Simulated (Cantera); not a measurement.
# SiH₂Cl₂ + C₃H₈ + H₂ (silicon carbide growth)

Feed: 1 mol SiH₂Cl₂, 0.015 mol C₃H₈, 64 mol H₂, at 0.530 bar.

Equilibrium computed with Cantera from the NASA thermochemical tables; the gas is ideal and each condensed phase is pure. Candidate condensed phases: C, C₆H₆, C₇H₈, C₈H₁₈, Si, SiC; 109 gas species. Mutual solubility and eutectic melting of coexisting phases are not modelled. The tables' values for SiCl, SiCl₃ are old estimates; treat these amounts as uncertain. Gases not in the tables: Si₂H₆ and higher silanes. The numbers say what is thermodynamically allowed, not how fast it happens.

| T (K) | x H₂ | x H | x HCl | x Si | x SiCl₂ | n Si(s) | n SiC(s) | n Si(l) |
|---|---|---|---|---|---|---|---|---|
| 1300 | 0.974 | 1.50e-6 | 0.0232 | 8.17e-11 | 0.00147 | 0.769 | 0.0442 | 0 |
| 1500 | 0.972 | 2.38e-5 | 0.0254 | 1.99e-8 | 0.00213 | 0.800 | 0.0444 | 0 |
| 1700 | 0.972 | 0.000200 | 0.0254 | 1.28e-6 | 0.00237 | 0 | 0.0445 | 0.794 |
| 1900 | 0.971 | 0.00107 | 0.0263 | 2.38e-5 | 0.00193 | 0 | 0.0442 | 0.819 |
| 2100 | 0.967 | 0.00421 | 0.0268 | 0.000252 | 0.00159 | 0 | 0.0423 | 0.809 |
| 2300 | 0.955 | 0.0130 | 0.0268 | 0.00176 | 0.00132 | 0 | 0.0222 | 0.667 |
| 2500 | 0.926 | 0.0332 | 0.0259 | 0.00883 | 0.00105 | 0 | 0 | 0 |
x: gas mole fraction; n: condensed amount in mol.

From 1300 K to 1500 K the condensed part is Si(s) + SiC(s). From 1700 K to 2300 K the condensed part is Si(l) + SiC(s). At 2500 K nothing is condensed. The main Si-bearing gas is SiCl₂ at 1300 K and Si at 2500 K. The share of Si in condensed phases is highest at 1900 K (86.3 %) and lowest at 2500 K (0.0 %).
